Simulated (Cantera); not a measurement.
Feed: 1 mol Ti, 0.84 mol O2, 78 mol H2, equilibrated at 0.0180 bar.

Method: chemical equilibrium by Gibbs-energy minimisation in Cantera with the NASA 1993 tables (ideal gas, pure condensed phases). Candidate condensed phases: H2O, Ti, TiO, TiO2, Ti2O3, Ti3O5, Ti4O7; 12 gas species. The numbers say what is thermodynamically allowed, not how fast it happens.

At 1350 K, list the 3 most abundant gas species with their mole fractions, and the condensed phases.

H2 1.000, H2O 0.000171, H 1.78e-5. Condensed: Ti3O5(s).
